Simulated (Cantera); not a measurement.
A freely propagating, adiabatic, planar premixed flame of CH4 : O2 : N2 = 1 : 2.82 : 10.6 (molar parts), unburnt at 350 K and 19000 Pa; mixture-averaged transport, grid criteria slope 0.08 and curve 0.16, no radiation.

Cantera simulation using GRI-Mech 3.0 (53 species, 325 reactions); the numbers are that mechanism's predictions, not measurements. Burning velocities carry a grid error of a few per cent, more on coarse grids.

Problem. What does this change do: CH4 1 to 0.79 parts?

Solution. 
```tsv
quantity	before	after
laminar burning velocity	49.1 cm/s	27.4 cm/s
thermal thickness	2.06 mm	2.98 mm
peak x(H)	0.00581	0.00221
peak x(CO)	0.0332	0.0215
peak x(HCN)	2.30e-7	3.53e-8
peak x(O)	0.00566	0.00338
```

Problem. What does this change do: 1.2 parts CO2 added?

Solution. 
| quantity | before | after |
|---|---|---|
| laminar burning velocity | 49.1 cm/s | 29.3 cm/s |
| thermal thickness | 2.06 mm | 2.86 mm |
| peak x(H) | 0.00581 | 0.00326 |
| peak x(CO) | 0.0332 | 0.0283 |
| peak x(HCN) | 2.30e-7 | 1.04e-7 |
| peak x(O) | 0.00566 | 0.00338 |
